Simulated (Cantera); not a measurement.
What does this Cantera script print?

```python
import numpy as np
import cantera as ct

gas = ct.Solution("gri30.yaml")
gas.TPX = 2075, 1400000, {'CH4': 1, 'H2O': 2.5}
reactor = ct.IdealGasConstPressureReactor(gas, energy="off", clone=False)
net = ct.ReactorNet([reactor])
net.rtol, net.atol = 1e-08, 1e-18
show = ['CH4', 'H2O', 'HCO', 'O', 'CH3', 'CH2CO', 'C2H4']
times = np.geomspace(0.0005, 40, 9)

steps = ct.SolutionArray(gas, extra=["t"])
rows = []
print(f"{'t/s':>10s}{'T/K':>9s}{'P/Pa':>11s}" + "".join(f"{s:>11s}" for s in show))
for t in times:
    while net.time < t:
        t_next = net.step()
        steps.append(gas.state, t=t_next)
    rows.append([np.interp(t, steps.t, y) for y in (steps.T, steps.P, *steps(*show).X.T)])
    print(f"{t:10.3e}{rows[-1][0]:9.1f}{rows[-1][1]:11.4g}" + "".join(f"{x:11.3e}" for x in rows[-1][2:]))
rate = np.gradient(steps.T, steps.t)
print("integrator steps:", len(steps.t))
if steps.T.max() > steps.T[0] + 200:
    print(f"time of steepest temperature rise: {steps.t[rate.argmax()]:.4e} s")
gas.TPX = 2075, 1400000, {'CH4': 1, 'H2O': 2.5}
gas.equilibrate("TP")
print(f"equilibrium (TP): T = {gas.T:.1f} K  " + "  ".join(f"{s} {gas[s].X[0]:.3e}" for s in show))
```

Result:

```
       t/s      T/K       P/Pa        CH4        H2O        HCO          O        CH3      CH2CO       C2H4
 5.000e-04   2075.0    1.4e+06  2.225e-02  4.226e-01  1.879e-07  2.571e-08  4.897e-04  7.684e-05  1.377e-03
 2.050e-03   2075.0    1.4e+06  1.216e-02  3.138e-01  3.032e-07  2.188e-08  2.389e-04  1.778e-05  4.878e-04
 8.409e-03   2075.0    1.4e+06  1.682e-03  2.604e-01  3.713e-07  1.938e-08  3.132e-05  5.718e-07  1.256e-05
 3.448e-02   2075.0    1.4e+06  6.830e-07  2.569e-01  3.766e-07  1.925e-08  1.273e-08  1.058e-10  5.222e-12
 1.414e-01   2075.0    1.4e+06  6.116e-07  2.569e-01  3.766e-07  1.925e-08  1.140e-08  9.498e-11  4.220e-12
 5.800e-01   2075.0    1.4e+06  6.116e-07  2.569e-01  3.766e-07  1.925e-08  1.140e-08  9.498e-11  4.220e-12
 2.378e+00   2075.0    1.4e+06  6.116e-07  2.569e-01  3.766e-07  1.925e-08  1.140e-08  9.498e-11  4.220e-12
 9.754e+00   2075.0    1.4e+06  6.116e-07  2.569e-01  3.766e-07  1.925e-08  1.140e-08  9.498e-11  4.220e-12
 4.000e+01   2075.0    1.4e+06  6.116e-07  2.569e-01  3.766e-07  1.925e-08  1.140e-08  9.498e-11  4.220e-12
integrator steps: 1969
equilibrium (TP): T = 2075.0 K  CH4 6.771e-07  H2O 2.569e-01  HCO 3.766e-07  O 1.925e-08  CH3 1.262e-08  CH2CO 1.051e-10  C2H4 4.750e-12
```

Model: GRI-Mech 3.0 (53 species, 325 reactions), integrated in Cantera. The pressure lies above the range GRI-Mech 3.0 was tuned for (to about 10 atm).
